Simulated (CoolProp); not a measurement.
The numbers come from the reference Helmholtz-energy equation of state, Leachman 2009 in CoolProp.

For normal hydrogen, give the phase and the cp (kJ/(kg K)), viscosity (µPa s), conductivity (mW/(m K)) at -235.65 °C and 0.0926 MPa; -235.65 °C and 0.139 MPa; -235.65 °C and 0.231 MPa.


- -235.65 °C and 0.0926 MPa: gas; cp 10.6, viscosity 1.88, conductivity 29.5
- -235.65 °C and 0.139 MPa: gas; cp 10.7, viscosity 1.88, conductivity 29.9
- -235.65 °C and 0.231 MPa: gas; cp 11.0, viscosity 1.89, conductivity 30.6

Viscosity comes from a separate model (Muzny 2013). Thermal conductivity comes from a separate model (Assael 2011).
